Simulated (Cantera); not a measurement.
**Stirred combustor or abatement burner**

A perfectly stirred reactor is fed with 1.34 % CH4, 1.32 % C2H6, 18.2 % O2, 68.6 % N2, 10.6 % H2O, at 5.33 atm; it is adiabatic with a 650 K inlet, and is followed from long to short residence time, starting on the burning branch (τ in s: 0.11, 0.046, 0.02, 0.0084, 0.0036, 0.0016, 0.00067, 0.00029, 0.00012, 5.3e-05, 2.3e-05, 9.8e-06).

Model: GRI-Mech 3.0 (53 species, 325 reactions), integrated in Cantera.

```json
[
 {"τ (s)": "0.11", "T (K)": "1474", "x CH4": "8.50e-6", "x C2H6": "1.86e-6", "x O2": "0.108", "x N2O": "5.68e-7", "x OH": "0.000102", "x H2O": "0.171"},
 {"τ (s)": "0.046", "T (K)": "1471", "x CH4": "1.68e-5", "x C2H6": "3.81e-6", "x O2": "0.108", "x N2O": "8.10e-7", "x OH": "0.000119", "x H2O": "0.171"},
 {"τ (s)": "0.020", "T (K)": "1466", "x CH4": "3.37e-5", "x C2H6": "7.86e-6", "x O2": "0.109", "x N2O": "1.04e-6", "x OH": "0.000131", "x H2O": "0.171"},
 {"τ (s)": "0.0084", "T (K)": "1454", "x CH4": "7.89e-5", "x C2H6": "1.87e-5", "x O2": "0.109", "x N2O": "1.15e-6", "x OH": "0.000128", "x H2O": "0.170"},
 {"τ (s)": "0.0036", "T (K)": "1404", "x CH4": "0.000299", "x C2H6": "7.13e-5", "x O2": "0.113", "x N2O": "8.54e-7", "x OH": "7.60e-5", "x H2O": "0.169"},
 {"τ (s)": "0.0016", "T (K)": "650", "x CH4": "0.0134", "x C2H6": "0.0132", "x O2": "0.182", "x N2O": "<1e-12", "x OH": "<1e-12", "x H2O": "0.106"},
 {"τ (s)": "0.00067", "T (K)": "650", "x CH4": "0.0134", "x C2H6": "0.0132", "x O2": "0.182", "x N2O": "<1e-12", "x OH": "<1e-12", "x H2O": "0.106"},
 {"τ (s)": "0.00029", "T (K)": "650", "x CH4": "0.0134", "x C2H6": "0.0132", "x O2": "0.182", "x N2O": "<1e-12", "x OH": "<1e-12", "x H2O": "0.106"},
 {"τ (s)": "0.00012", "T (K)": "650", "x CH4": "0.0134", "x C2H6": "0.0132", "x O2": "0.182", "x N2O": "<1e-12", "x OH": "<1e-12", "x H2O": "0.106"},
 {"τ (s)": "5.3e-5", "T (K)": "650", "x CH4": "0.0134", "x C2H6": "0.0132", "x O2": "0.182", "x N2O": "<1e-12", "x OH": "<1e-12", "x H2O": "0.106"},
 {"τ (s)": "2.3e-5", "T (K)": "650", "x CH4": "0.0134", "x C2H6": "0.0132", "x O2": "0.182", "x N2O": "<1e-12", "x OH": "<1e-12", "x H2O": "0.106"},
 {"τ (s)": "9.8e-6", "T (K)": "650", "x CH4": "0.0134", "x C2H6": "0.0132", "x O2": "0.182", "x N2O": "<1e-12", "x OH": "<1e-12", "x H2O": "0.106"}
]
```
x: mole fraction; the columns are a selection and need not sum to one.
